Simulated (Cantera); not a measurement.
Input: 1 mol Ti(OiPr)₄, 220 mol H₂, 1.4 mol N₂, held at 0.00133 bar.

Cantera equilibrium calculation (NASA polynomials, part measured and part estimated; ideal gas, pure solids and liquids). Candidate condensed phases: C, C₆H₆, C₇H₈, C₈H₁₈, H₂O, Ti, TiC, TiN, TiO, TiO₂, Ti₂O₃, Ti₃O₅, Ti₄O₇; 139 gas species. The feed counts by its element totals alone. TiC: taken at fixed stoichiometry. Rates play no part.

**Question.** At 1925 K, list the 5 most abundant gas species with their mole fractions, and the condensed phases.

**Answer.** H₂ 0.951, H 0.0255, CO 0.0165, N₂ 0.00537, HCN 0.000775. Condensed: C(graphite) + TiC(s).
